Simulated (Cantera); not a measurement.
Input (Python, Cantera):

```python
import numpy as np
import cantera as ct

gas = ct.Solution("gri30.yaml", transport_model="mixture-averaged")
show = ['H2', 'O', 'NO']

rows = []
print(f"{'T/K':>7s}{'rho':>11s}{'cp':>10s}{'mu':>11s}{'lambda':>11s}{'Pr':>7s}" + "".join(f"{'D_' + s:>11s}" for s in show))
for T in [400, 500, 600, 700, 800, 900]:
    gas.TPX = T, 101325, {'CH4': 0.52}
    Pr = gas.cp_mass * gas.viscosity / gas.thermal_conductivity
    D = [gas.mix_diff_coeffs_mole[gas.species_index(s)] for s in show]
    rows.append([gas.density, gas.cp_mass, gas.viscosity, gas.thermal_conductivity, Pr, *D])
    print(f"{T:7g}{gas.density:11.4e}{gas.cp_mass:10.1f}{gas.viscosity:11.4e}"
          f"{gas.thermal_conductivity:11.4e}{Pr:7.3f}" + "".join(f"{d:11.4e}" for d in D))
print("SI units: kg/m3, J/kg/K, Pa s, W/m/K, m2/s")
```

Result:

```
    T/K        rho        cp         mu     lambda     Pr       D_H2        D_O       D_NO
    400 4.8877e-01    2526.4 1.4442e-05 5.0682e-02  0.720 1.2080e-04 5.5499e-05 3.6877e-05
    500 3.9102e-01    2898.1 1.7084e-05 6.8725e-02  0.720 1.7616e-04 8.1527e-05 5.4311e-05
    600 3.2585e-01    3286.8 1.9486e-05 8.8551e-02  0.723 2.3925e-04 1.1122e-04 7.4213e-05
    700 2.7930e-01    3655.8 2.1710e-05 1.0936e-01  0.726 3.0957e-04 1.4434e-04 9.6415e-05
    800 2.4439e-01    3989.2 2.3796e-05 1.3067e-01  0.726 3.8675e-04 1.8069e-04 1.2079e-04
    900 2.1723e-01    4291.7 2.5773e-05 1.5219e-01  0.727 4.7046e-04 2.2011e-04 1.4723e-04
SI units: kg/m3, J/kg/K, Pa s, W/m/K, m2/s
```

Model: GRI-Mech 3.0 (53 species, 325 reactions), integrated in Cantera.
